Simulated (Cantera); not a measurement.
Input: 1 mol LiCl, 4.1 mol H2, at 1125 K and 3.70 Pa.

Cantera equilibrium calculation (NASA polynomials, part measured and part estimated; ideal gas, pure solids and liquids). Candidate condensed phases: Li, LiCl, LiH; 11 gas species. The numbers say what is thermodynamically allowed, not how fast it happens.

Base state: H2 0.804, LiCl 0.195, Li2Cl2 0.000665, HCl 7.47e-5, Li 7.47e-5 (mole fractions); condensed: gas only.

### Question
What changes in the equilibrium state with this change: temperature from 1125 K to 1000 K?

### Answer
```csv
species,before,after
H2,0.804,0.811
LiCl,0.195,0.181
Li2Cl2,0.000665,0.00846
Li3Cl3,7.77e-8,1.43e-5
Li,7.47e-5,1.25e-5
HCl,7.47e-5,1.25e-5
```
